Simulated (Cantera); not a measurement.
Feed: 1 mol Nb2O5, 1100 mol H2, equilibrated at 19.0 mbar.

These are equilibrium values from Cantera (NASA tables, ideal gas, pure condensed phases), not measurements of a reactor. Candidate condensed phases: H2O, Nb, NbO, NbO2, Nb2O5; 12 gas species. Mutual solubility and eutectic melting of coexisting phases are not modelled. NbO: taken at fixed stoichiometry. Condensed phases not in the tables: the oxides between NbO2 and Nb2O5. Rates play no part.

x: gas mole fraction; n: condensed amount in mol.

| T (K) | x H2 | x H | x H2O | x NbO2 | x NbO | x OH | x O | n NbO(s) | n NbO2(s) |
|---|---|---|---|---|---|---|---|---|---|
| 1475 | 0.999 | 9.40e-5 | 0.00127 | 1.51e-9 | 2.36e-11 | 3.15e-9 | <1e-12 | 0.402 | 1.60 |
| 1525 | 0.998 | 0.000171 | 0.00170 | 6.77e-9 | 1.17e-10 | 9.05e-9 | 1.33e-12 | 0.868 | 1.13 |
| 1575 | 0.997 | 0.000301 | 0.00222 | 2.75e-8 | 5.27e-10 | 2.43e-8 | 6.16e-12 | 1.44 | 0.561 |
| 1625 | 0.997 | 0.000511 | 0.00273 | 9.80e-8 | 2.15e-9 | 5.89e-8 | 2.48e-11 | 2.00 | 0 |
| 1675 | 0.996 | 0.000841 | 0.00273 | 2.66e-7 | 8.07e-9 | 1.11e-7 | 7.58e-11 | 2.00 | 0 |
| 1725 | 0.996 | 0.00134 | 0.00272 | 6.80e-7 | 2.79e-8 | 2.03e-7 | 2.17e-10 | 2.00 | 0 |
| 1775 | 0.995 | 0.00209 | 0.00272 | 1.65e-6 | 9.00e-8 | 3.57e-7 | 5.86e-10 | 2.00 | 0 |
| 1825 | 0.994 | ___ | 0.00272 | ___ | ___ | ___ | ___ | 2.00 | 0 |
| 1875 | 0.993 | 0.00474 | 0.00271 | 8.32e-6 | 7.70e-7 | 1.01e-6 | 3.64e-9 | 1.99 | 0 |
| 1925 | 0.990 | ___ | 0.00270 | ___ | ___ | ___ | ___ | 1.98 | 0 |
| 1975 | 0.987 | 0.00986 | 0.00268 | 3.52e-5 | 5.27e-6 | 2.55e-6 | 1.87e-8 | 1.96 | 0 |

Task: Some entries are withheld; supply them.

Result: 
- 1825, x H: 0.00319
- 1825, x NbO2: 3.79e-6
- 1825, x NbO: 2.71e-7
- 1825, x OH: 6.09e-7
- 1825, x O: 1.50e-9
- 1925, x H: 0.00690
- 1925, x NbO2: 1.75e-5
- 1925, x NbO: 2.07e-6
- 1925, x OH: 1.63e-6
- 1925, x O: 8.45e-9
